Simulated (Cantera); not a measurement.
# Gas-phase reforming

An isothermal, constant-pressure homogeneous reactor starts with CH₄ : H₂O = 1 : 0.37 (molar parts), at 1325 K and 100000 Pa.

Cantera simulation using GRI-Mech 3.0 (53 species, 325 reactions); the numbers are that mechanism's predictions, not measurements. GRI-Mech 3.0 stops at C3 and has no aromatics, soot or wall deposition, so with more carbon than oxygen in the feed, carbon stays in small species such as C2H2 where larger ones or solid carbon would form.

| t (s) | x CH₄ | x H₂O | x CH₂CO | x CH₂ | x HO₂ |
|---|---|---|---|---|---|
| 2.00e-5 | 0.730 | 0.270 | <1e-12 | <1e-12 | <1e-12 |
| 7.17e-5 | 0.730 | 0.270 | <1e-12 | <1e-12 | <1e-12 |
| 0.000257 | 0.730 | 0.270 | <1e-12 | <1e-12 | <1e-12 |
| 0.000921 | 0.730 | 0.270 | <1e-12 | 5.91e-12 | <1e-12 |
| 0.00330 | 0.730 | 0.270 | <1e-12 | 8.88e-12 | <1e-12 |
| 0.0118 | 0.730 | 0.270 | <1e-12 | 1.11e-11 | <1e-12 |
| 0.0424 | 0.729 | 0.270 | 2.64e-11 | 1.82e-11 | <1e-12 |
| 0.152 | 0.726 | 0.270 | 4.35e-9 | 3.24e-11 | <1e-12 |
| 0.545 | 0.713 | 0.268 | 2.91e-7 | 3.75e-11 | <1e-12 |
| 1.95 | 0.668 | 0.261 | 2.66e-6 | 4.55e-11 | <1e-12 |
| 7.00 | 0.550 | 0.244 | 5.81e-6 | 6.03e-11 | <1e-12 |
| 25.1 | 0.375 | 0.216 | 7.51e-6 | 8.73e-11 | <1e-12 |
| 90.0 | 0.349 | 0.187 | 5.72e-6 | 7.77e-11 | <1e-12 |
x: mole fraction; the columns are a selection and need not sum to one.

Equilibrium at this temperature and pressure: CH₄ 0.259, H₂O 5.30e-6, CH₂CO 3.07e-7, CH₂ 1.60e-11, HO₂ <1e-12 (gas phase only).
